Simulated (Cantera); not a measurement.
A freely propagating, adiabatic, planar premixed flame of H2 : O2 : N2 : H2O = 1 : 0.278 : 1.04 : 0.079 (molar parts), equivalence ratio 1.8, unburnt at 550 K and 7500 Torr; mixture-averaged transport, grid criteria slope 0.08 and curve 0.16, no radiation.

Computed with Cantera and the H2/O2 subset of GRI-Mech 3.0, which has no nitrogen chemistry. The hydrogen kinetics of GRI-Mech 3.0 are dated; newer H2 mechanisms differ, most at raised pressure. Burning velocities carry a grid error of a few per cent, more on coarse grids.

Predict: laminar burning velocity; thermal thickness; peak x(O); peak x(H); peak x(OH).


| Quantity | Result |
|---|---|
| laminar burning velocity | 637 cm/s |
| thermal thickness | 0.0227 mm |
| peak x(O) | 0.00176 |
| peak x(H) | 0.0339 |
| peak x(OH) | 0.00501 |
